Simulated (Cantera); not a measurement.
A closed system holds: 1 mol Si2Cl6, 290 mol H2, at 17.3 Torr.

Method: chemical equilibrium by Gibbs-energy minimisation in Cantera with the NASA 1993 tables (ideal gas, pure condensed phases). Candidate condensed phases: Si; 19 gas species. The feed counts by its element totals alone. The tables' values for SiCl3, SiCl are old estimates; treat these amounts as uncertain. Gases not in the tables: Si2H6 and higher silanes. Kinetics and transport are ignored.

log p: log10 of the partial pressure in bar; n: condensed amount in mol.

```
T (°C)  log p H2  log p HCl  log p H  log p SiCl2  log p Si  log p SiCl3  log p SiHCl3  n Si(s)  n Si(l)
------  --------  ---------  -------  -----------  --------  -----------  ------------  -------  -------
952        -1.65      -3.37      ___        -4.71    -11.46        -5.92         -6.00     1.72        0
1027       -1.65      -3.37      ___        -4.67    -10.36        -6.17         -6.52     1.71        0
1102       -1.65      -3.37      ___        -4.64     -9.39        -6.41         -6.99     1.70        0
1177       -1.65      -3.38      ___        -4.61     -8.51        -6.63         -7.41     1.69        0
1252       -1.65      -3.38      ___        -4.59     -7.72        -6.82         -7.79     1.67        0
1327       -1.65      -3.38      ___        -4.58     -7.01        -7.00         -8.13     1.66        0
1402       -1.65      -3.38      ___        -4.56     -6.36        -7.16         -8.45     1.63        0
1477       -1.65      -3.38      ___        -4.59     -5.82        -7.34         -8.77        0     1.64
```

Question: What belongs in the gaps?

Answer: 
- 952, log p H: -7.33
- 1027, log p H: -6.78
- 1102, log p H: -6.29
- 1177, log p H: -5.85
- 1252, log p H: -5.45
- 1327, log p H: -5.09
- 1402, log p H: -4.76
- 1477, log p H: -4.46
